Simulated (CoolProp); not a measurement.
Vapour-liquid equilibrium of R13 (1) + isobutane (2) at 0.202 MPa; x and y are mole fractions of (1).

Computed with CoolProp (multi-fluid Helmholtz-energy mixture model, Platzer 1990 and Bücker 2006; pair parameters Bell 2016). This equation is an older, rougher fit; its heat capacities, sound speeds and derivatives of the liquid may be far off and weren't checked against measurements.

```tsv
x	bubble temperature (°C)	y at the bubble point	dew temperature at overall composition x (°C)	liquid density (mol/L)
0.05	-11.8	0.504	5.8	10.30
0.2	-40.2	0.874	0.8	11.16
0.35	-51.0	0.938	-4.8	11.73
0.5	-56.6	0.961	-11.6	12.23
0.65	-60.2	0.974	-20.0	12.72
0.8	-63.3	0.985	-31.7	13.25
0.95	-66.4	0.996	-53.8	13.82
```

No azeotrope shows between x = 0.05 and 0.95.

Pair parameters are fitted to limited data, so mixtures are less certain than the pure fluids.
